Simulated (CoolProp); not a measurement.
Vapour-liquid equilibrium of R125 (1) + R115 (2) at 0.128 MPa; x and y are mole fractions of (1).

Model: multi-fluid Helmholtz-energy mixture model, Lemmon 2005 and Lemmon 2016; pair parameters Bell 2016, in CoolProp.

```csv
x,bubble temperature (K),y at the bubble point,dew temperature at overall composition x (K),liquid density (mol/L)
0.05,237.3,0.123,238.5,10.01
0.15,…,0.295,…,10.24
0.25,232.5,0.411,235.2,…
0.35,…,0.498,233.5,10.68
0.45,…,0.568,231.9,10.92
0.55,229.7,0.631,230.5,11.16
0.65,229.3,0.692,229.6,11.42
0.75,229.1,…,229.1,11.70
0.85,229.2,0.836,229.2,11.99
0.95,229.6,0.936,229.6,12.30
```

Q: Some entries are withheld; supply them.

A: 
- 0.15, bubble temperature (K): 234.4
- 0.15, dew temperature at overall composition x (K): 236.8
- 0.25, liquid density (mol/L): 10.46
- 0.35, bubble temperature (K): 231.2
- 0.45, bubble temperature (K): 230.3
- 0.75, y at the bubble point: 0.758

y crosses x between x = 0.75 and 0.85: the model has an azeotrope there.

The pair parameters rest on a limited set of measurements; away from them the model extrapolates.
